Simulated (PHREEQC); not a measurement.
Dissolve 0.017 mol/kgw K2CO3 and 0.0023 mol/kgw KH2PO4 at 25 °C. Closed to the air; pH follows from the charge balance.

The numbers come from PHREEQC with the ion-association model, wateq4f.dat.

Each row changes one thing in this solution. Precipitation was switched off in this run.

| case | pH | ionic strength (mol/kgw) | CO3-2 (mol/kgw) | HCO3- (mol/kgw) | CO2 (mol/kgw) |
|---|---|---|---|---|---|
| as made | 10.73 | 0.0526 | 0.0139 | 0.00310 | 1.06e-7 |
| temperature from 25 to 40 °C | 10.53 | 0.0521 | 0.0134 | 0.00363 | 1.72e-7 |
| diluted 5-fold with water | 10.62 | 0.0102 | 0.00246 | 0.000936 | 4.57e-8 |
| temperature from 25 to 10 °C | 10.95 | 0.0530 | 0.0142 | 0.00278 | 7.40e-8 |
| KH2PO4 replaced by KHSO4 at the same molality | 10.75 | 0.0521 | 0.0140 | 0.00299 | 9.79e-8 |
| KH2PO4 from 0.0023 to 0.00253 mol/kgw | 10.70 | 0.0529 | 0.0137 | 0.00329 | 1.21e-7 |

Complexes and solids missing from the database can't appear. H3PO4, which wateq4f.dat lacks, is added to it with the constant of phreeqc.dat. At this temperature some constants are extrapolated from 25 °C, and those without enthalpy data are left unchanged.
